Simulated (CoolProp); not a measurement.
Vapour pressure (MPa) of R141b: the reference equation beside estimates from Tc = 477.5 K, pc = 4.212 MPa, ω = 0.220. Clausius-Clapeyron is anchored at 308.5 K with a constant enthalpy of vaporisation of 25.86 kJ/mol.

Computed with CoolProp (reference Helmholtz-energy equation of state, Lemmon 2006). It is a short technical equation, of lower accuracy than the large ones.

```
T (K)  reference  Clausius-Clapeyron  Redlich-Kwong  Peng-Robinson
-----  ---------  ------------------  -------------  -------------
272      0.02666             0.02938        0.04891              ?
284.2    0.04544             0.04799        0.07920        0.04642
296.4    0.07360             0.07530         0.1221        0.07448
308.5     0.1136              0.1136         0.1801         0.1142
320.7     0.1695              0.1668         0.2571         0.1695
332.9          ?              0.2379         0.3559              ?
345.1     0.3424              0.3310         0.4795         0.3405
357.3     0.4674              0.4503         0.6310         0.4644
369.5          ?              0.6002         0.8136         0.6198
381.6     0.8142              0.7838          1.028         0.8098
393.8      1.047               1.009          1.281              ?
406        1.324               1.279          1.573          1.322
418.2      1.652               1.599          1.908          1.653
```

Problem. Complete the blanks.

Solution. 
- 272, Peng-Robinson: 0.02757
- 332.9, reference: 0.2444
- 332.9, Peng-Robinson: 0.2436
- 369.5, reference: 0.6238
- 393.8, Peng-Robinson: 1.042

Absolute difference from the reference over all 13 rows, mean and median: Clausius-Clapeyron 3.6 and 3.4 %, Redlich-Kwong 43.7 and 40.0 %, Peng-Robinson 0.8 and 0.5 %.
